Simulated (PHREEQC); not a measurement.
Consider water at 5 °C with 0.033 mol FeCl3, 0.033 mol MgSO4 and 0.012 mol NaHCO3 per kg of water. Closed to the air; pH follows from the charge balance.

Computed with PHREEQC (ion-association model, wateq4f.dat).

```tsv
quantity	before	after
pH	2.83	3.30
ionic strength (mol/kgw)	0.208	0.468
FeSO4+ (mol/kgw)	0.0143	0.0157
SO4-2 (mol/kgw)	0.0115	0.0753
MgSO4 (mol/kgw)	0.00443	0.0626
SI of Epsomite (MgSO4:7H2O)	-2.18	-1.02
SI of Jarosite-Na (NaFe3(SO4)2(OH)6)	+3.33	+5.46
```

**Question.** What was changed between the two runs?
A. diluted 2-fold with water
B. 0.00057 mol/kgw HCl added
C. NaHCO3 from 0.012 to 0.0024 mol/kgw
D. temperature from 5 to 70 °C
E. MgSO4 from 0.033 to 0.165 mol/kgw

**Answer.** E, MgSO4 from 0.033 to 0.165 mol/kgw

This is a speciation only: nothing precipitates in the calculation. Some of these states are supersaturated (in Jarosite-Na, Hematite (slow to form), for instance). Constants without temperature data keep their 25 °C values here.
